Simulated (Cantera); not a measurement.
Input (Python, Cantera):

```python
import numpy as np
import cantera as ct

gas = ct.Solution("gri30.yaml")
gas.TPX = 1200, 680000, {'CH4': 1, 'C2H6': 0.043, 'C3H8': 0.75, 'O2': 4.54, 'N2': 32.7, 'CO2': 8.9}
reactor = ct.IdealGasReactor(gas, energy="on", clone=False)
net = ct.ReactorNet([reactor])
net.rtol, net.atol = 1e-08, 1e-16
show = ['CH4', 'C2H6', 'C3H8', 'CH2', 'H2']
times = np.geomspace(5e-06, 0.1, 12)

steps = ct.SolutionArray(gas, extra=["t"])
rows = []
print(f"{'t/s':>10s}{'T/K':>9s}{'P/Pa':>11s}" + "".join(f"{s:>11s}" for s in show))
for t in times:
    while net.time < t:
        t_next = net.step()
        steps.append(gas.state, t=t_next)
    rows.append([np.interp(t, steps.t, y) for y in (steps.T, steps.P, *steps(*show).X.T)])
    print(f"{t:10.3e}{rows[-1][0]:9.1f}{rows[-1][1]:11.4g}" + "".join(f"{x:11.3e}" for x in rows[-1][2:]))
rate = np.gradient(steps.T, steps.t)
print("integrator steps:", len(steps.t))
if steps.T.max() > steps.T[0] + 200:
    print(f"time of steepest temperature rise: {steps.t[rate.argmax()]:.4e} s")
gas.TPX = 1200, 680000, {'CH4': 1, 'C2H6': 0.043, 'C3H8': 0.75, 'O2': 4.54, 'N2': 32.7, 'CO2': 8.9}
gas.equilibrate("UV")
print(f"equilibrium (UV): T = {gas.T:.1f} K  " + "  ".join(f"{s} {gas[s].X[0]:.3e}" for s in show))
```

Result:

```
       t/s      T/K       P/Pa        CH4       C2H6       C3H8        CH2         H2
 5.000e-06   1200.0    6.8e+05  2.086e-02  8.971e-04  1.565e-02  1.392e-14  5.624e-08
 1.230e-05   1200.0    6.8e+05  2.086e-02  8.971e-04  1.565e-02  8.094e-14  1.678e-07
 3.027e-05   1200.0    6.8e+05  2.086e-02  8.970e-04  1.564e-02  6.794e-13  5.860e-07
 7.447e-05   1199.9    6.8e+05  2.086e-02  8.978e-04  1.563e-02  5.731e-12  3.168e-06
 1.832e-04   1200.0    6.8e+05  2.087e-02  9.080e-04  1.556e-02  1.224e-11  1.502e-05
 4.508e-04   1200.2  6.803e+05  2.088e-02  9.398e-04  1.540e-02  1.369e-11  4.763e-05
 1.109e-03   1201.1  6.811e+05  2.090e-02  1.023e-03  1.494e-02  1.934e-11  1.479e-04
 2.729e-03   1206.7  6.857e+05  2.093e-02  1.274e-03  1.317e-02  7.008e-11  6.422e-04
 6.714e-03   2204.6  1.305e+06  1.216e-13  6.948e-26  9.563e-38  1.900e-15  4.722e-03
 1.652e-02   2204.4  1.305e+06  1.221e-13  6.992e-26  9.648e-38  1.900e-15  4.725e-03
 4.064e-02   2203.9  1.305e+06  1.230e-13  7.081e-26  9.824e-38  1.902e-15  4.731e-03
 1.000e-01   2203.3  1.305e+06  1.240e-13  7.182e-26  1.003e-37  1.904e-15  4.738e-03
integrator steps: 2207
time of steepest temperature rise: 4.1695e-03 s
equilibrium (UV): T = 2203.2 K  CH4 1.347e-13  C2H6 8.229e-26  C3H8 1.143e-37  CH2 1.997e-15  H2 4.739e-03
```

Cantera simulation using GRI-Mech 3.0 (53 species, 325 reactions); the numbers are that mechanism's predictions, not measurements.
